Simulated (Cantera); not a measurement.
Feed: 1 mol n-butane, 0.024 mol NH3, 0.028 mol CO2, at 1880 Torr.

These are equilibrium values from Cantera (NASA tables, ideal gas, pure condensed phases), not measurements of a reactor. Candidate condensed phases: C, C6H6, C7H8, C8H18, H2O; 169 gas species. Ions and electrons are included (thermal ionisation). Rates play no part.

Question: What share of the C ends up in condensed phases as a function of T (K), at 2000, 2250, 2500, 2750, 3000, 3250, 3500, 3750, 4000, 4250, 4500, 4750, 5000?

Answer: 
| T (K) | C condensed (%) | as |
|---|---|---|
| 2000 | 98.2 | C(graphite) |
| 2250 | 97.5 | C(graphite) |
| 2500 | 95.5 | C(graphite) |
| 2750 | 91.2 | C(graphite) |
| 3000 | 83.0 | C(graphite) |
| 3250 | 68.9 | C(graphite) |
| 3500 | 42.6 | C(graphite) |
| 3750 | 0.0 | - |
| 4000 | 0.0 | - |
| 4250 | 0.0 | - |
| 4500 | 0.0 | - |
| 4750 | 0.0 | - |
| 5000 | 0.0 | - |
